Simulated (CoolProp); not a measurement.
A single-stage vapour-compression cycle with R134a: evaporating at 213.15 K (dew point), condensing at 269.15 K (bubble point), superheat 8 K, subcooling 8 K, compressor efficiency 0.65, no pressure losses. Each further row changes one setting.

Model: reference Helmholtz-energy equation of state, Tillner-Roth 1994, in CoolProp.

| case | cooling COP | pressure ratio | discharge temperature (K) | refrigerating effect (kJ/kg) | volumetric capacity (kJ/m³) |
|---|---|---|---|---|---|
| as stated | 2.08 | 15.9 | 334.7 | 183 | 163 |
| evaporating temperature 218.15 K | 2.39 | 11.6 | 327.4 | 186 | 223 |
| condensing temperature 264.15 K | 2.34 | 13.1 | 326.6 | 189 | 169 |
| subcooling 13 K | 2.16 | 15.9 | 334.7 | 189 | 169 |
| superheat 18 K | 2.07 | 15.9 | 346.5 | 190 | 162 |
| compressor efficiency 0.55 | 1.76 | 15.9 | 351.8 | 183 | 163 |
